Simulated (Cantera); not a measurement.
An adiabatic, constant-volume homogeneous reactor starts with H2 : O2 : N2 : H2O = 1 : 0.263 : 1.95 : 0.14 (molar parts), equivalence ratio 1.9, at 1550 K and 7500 Torr.

Cantera simulation using GRI-Mech 3.0 (53 species, 325 reactions); the numbers are that mechanism's predictions, not measurements. The hydrogen kinetics of GRI-Mech 3.0 are dated; newer H2 mechanisms differ, most at raised pressure.

One state of this run: T (K) = 2794; P (bar) = 16.7; x H2 = 0.151; x O2 = 5.34e-5; x H2O = 0.211; x NO2 = 2.29e-8; x N2O = 1.06e-7; x NO = 0.000521. x: mole fraction; the columns are a selection and need not sum to one.

### Question
Which value of t (s) does it belong to?
A. 0.100
B. 1.00e-6
C. 1.29e-5
D. 4.64e-5

### Answer
A, 0.100
